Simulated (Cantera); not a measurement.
Adiabatic ignition

An adiabatic, constant-pressure homogeneous reactor starts with H₂ : O₂ : N₂ = 1 : 0.8 : 2.67 (molar parts), equivalence ratio 0.62, at 1500 K and 1.00 bar.

Computed with Cantera and GRI-Mech 3.0 (53 species, 325 reactions).

| t (s) | T (K) | x H₂ | x O₂ | x N₂O | x OH | x NO | x HO₂ | x H₂O |
|---|---|---|---|---|---|---|---|---|
| 1.00e-6 | 1500 | 0.224 | 0.179 | <1e-12 | 5.44e-8 | <1e-12 | 2.59e-7 | 1.52e-7 |
| 3.28e-6 | 1500 | 0.224 | 0.179 | 1.60e-12 | 1.12e-6 | <1e-12 | 1.01e-6 | 6.82e-6 |
| 1.07e-5 | 1525 | 0.180 | 0.159 | 5.13e-9 | 0.00445 | 4.54e-8 | 4.96e-5 | 0.0299 |
| 3.51e-5 | 2199 | 0.0289 | 0.0723 | 1.43e-7 | 0.0314 | 5.52e-5 | 1.60e-5 | 0.172 |
| 0.000115 | 2617 | 0.0174 | 0.0691 | 4.06e-7 | 0.0327 | 0.000361 | 1.17e-5 | 0.204 |
| 0.000377 | 2720 | 0.0131 | 0.0683 | 6.87e-7 | 0.0302 | 0.00196 | 1.52e-5 | 0.214 |
| 0.00124 | 2716 | 0.0131 | 0.0663 | 7.05e-7 | 0.0296 | 0.00655 | 1.48e-5 | 0.214 |
| 0.00405 | 2709 | 0.0130 | 0.0632 | 7.77e-7 | 0.0287 | 0.0138 | 1.40e-5 | 0.215 |
| 0.0133 | 2707 | 0.0130 | 0.0622 | 8.07e-7 | 0.0285 | 0.0159 | 1.38e-5 | 0.215 |
| 0.0434 | 2707 | 0.0130 | 0.0622 | 8.07e-7 | 0.0285 | 0.0159 | 1.38e-5 | 0.215 |
| 0.142 | 2707 | 0.0130 | 0.0622 | 8.07e-7 | 0.0285 | 0.0159 | 1.38e-5 | 0.215 |
| 0.466 | 2707 | 0.0130 | 0.0622 | 8.07e-7 | 0.0285 | 0.0159 | 1.38e-5 | 0.215 |
| 1.53 | 2707 | 0.0130 | 0.0622 | 8.07e-7 | 0.0285 | 0.0159 | 1.38e-5 | 0.215 |
| 5.00 | 2707 | 0.0130 | 0.0622 | 8.07e-7 | 0.0285 | 0.0159 | 1.38e-5 | 0.215 |
x: mole fraction; the columns are a selection and need not sum to one.

```yaml
time_of_steepest_temperature_rise: 12.6 µs
temperature at 5.00 s: 2707 K
equilibrium_temperature: 2707 K
x(H₂) at 5.00 s: 0.0130 (gas-phase equilibrium 0.0130)
x(O₂) at 5.00 s: 0.0622 (gas-phase equilibrium 0.0622)
x(N₂O) at 5.00 s: 8.07e-7 (gas-phase equilibrium 8.07e-7)
```
